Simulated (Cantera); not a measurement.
A Cantera script and its output.

```python
import numpy as np
import cantera as ct

gas = ct.Solution("SiF4_NH3_mec.yaml", "gas")
gas.TPX = 2150, 16000, {'NH3': 1, 'H2': 0.15}
inlet = ct.Reservoir(gas, clone=True)

reactor = ct.IdealGasConstPressureReactor(gas, energy="off", clone=False)
exhaust = ct.Reservoir(gas, clone=True)
tau = [11, 3.6, 1.2, 0.38, 0.12, 0.041, 0.013, 0.0044, 0.0014][0]
for a, b in ((inlet, reactor), (reactor, exhaust)):
    ct.MassFlowController(a, b, mdot=lambda t: reactor.mass / tau)
net = ct.ReactorNet([reactor])
show = ['NH3', 'H2', 'NH', 'N2', 'H', 'NH2']

rows = []
print(f"{'tau/s':>10s}{'T/K':>9s}" + "".join(f"{s:>11s}" for s in show))
for tau in [11, 3.6, 1.2, 0.38, 0.12, 0.041, 0.013, 0.0044, 0.0014]:
    net.initial_time = 0.0
    net.advance(30 * tau)
    before = gas.X
    net.advance(40 * tau)
    drift = np.max(np.abs(gas.X - before) / (gas.X + 1e-9))
    rows.append([gas.T, *gas[show].X, drift])
    print(f"{tau:10.3e}{gas.T:9.1f}" + "".join(f"{x:11.3e}" for x in gas[show].X))
```

Output:

```
     tau/s      T/K        NH3         H2         NH         N2          H        NH2
 1.100e+01   2150.0  1.013e-03  7.603e-01  7.461e-06  2.314e-01  7.240e-03  2.941e-05
 3.600e+00   2150.0  4.471e-03  7.604e-01  1.121e-05  2.308e-01  4.233e-03  7.589e-05
 1.200e+00   2150.0  2.027e-02  7.504e-01  1.532e-05  2.268e-01  2.302e-03  1.896e-04
 3.800e-01   2150.0  6.823e-02  7.159e-01  2.151e-05  2.140e-01  1.431e-03  4.155e-04
 1.200e-01   2150.0  1.869e-01  6.292e-01  2.908e-05  1.821e-01  8.987e-04  8.127e-04
 4.100e-02   2150.0  3.861e-01  4.833e-01  3.525e-05  1.287e-01  5.462e-04  1.325e-03
 1.300e-02   2150.0  6.227e-01  3.098e-01  3.806e-05  6.522e-02  3.042e-04  1.847e-03
 4.400e-03   2150.0  7.675e-01  2.037e-01  3.712e-05  2.638e-02  1.901e-04  2.150e-03
 1.400e-03   2150.0  8.351e-01  1.542e-01  3.400e-05  8.283e-03  1.381e-04  2.231e-03
```

Detailed kinetics in Cantera: the gas-phase N/H chemistry of the illustrative SiF4/NH3 mechanism in the Surface Chemkin manual (1991). Walls and surfaces, which speed up NH3 decomposition in real reactors, are not modelled.
